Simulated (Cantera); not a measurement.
A closed system holds: 1 mol Si, 4.6 mol HBr, 75 mol N2, at 0.970 bar.

These are equilibrium values from Cantera (NASA tables, ideal gas, pure condensed phases), not measurements of a reactor. Candidate condensed phases: Br2, Si, Si3N4; 28 gas species. N2 is the only nitrogen source here; it is nearly inert below about 1500 K, so the nitride shown seldom forms there in practice. Equilibrium is a limit: real reactors are often held back by kinetics, nucleation or transport. All values below are at 1100 K.

Base state: N2 0.945, HBr 0.0464, H2 0.00596, SiBr4 0.00297, Br 1.24e-5 (mole fractions); condensed: Si3N4(s).

Question: What changes in the equilibrium state with this change: N2 from 75 to 0.43 mol?

Answer: 
| species | before | after |
|---|---|---|
| HBr | 0.0464 | 0.515 |
| H2 | 0.00596 | 0.295 |
| SiBr4 | 0.00297 | 0.147 |
| N2 | 0.945 | 0.0417 |
| SiHBr3 | 3.32e-6 | 0.000734 |
| NH3 | 1.38e-7 | 1.01e-5 |
| Si3N4(s), mol | 0.255 | 0.128 |
The tables' values for SiBr3 are old estimates; treat these amounts as uncertain.

Question: What changes in the equilibrium state with this change: N2 from 75 to 24 mol?

Answer: 
```json
[
 {"species": "N2", "before": "0.945", "after": "0.846"},
 {"species": "HBr", "before": "0.0464", "after": "0.121"},
 {"species": "H2", "before": "0.00596", "after": "0.0220"},
 {"species": "SiBr4", "before": "0.00297", "after": "0.0110"},
 {"species": "SiHBr3", "before": "3.32e-6", "after": "1.73e-5"},
 {"species": "Br", "before": "1.24e-5", "after": "1.69e-5"},
 {"species": "Si3N4(s), mol", "before": "0.255", "after": "0.231"}
]
```
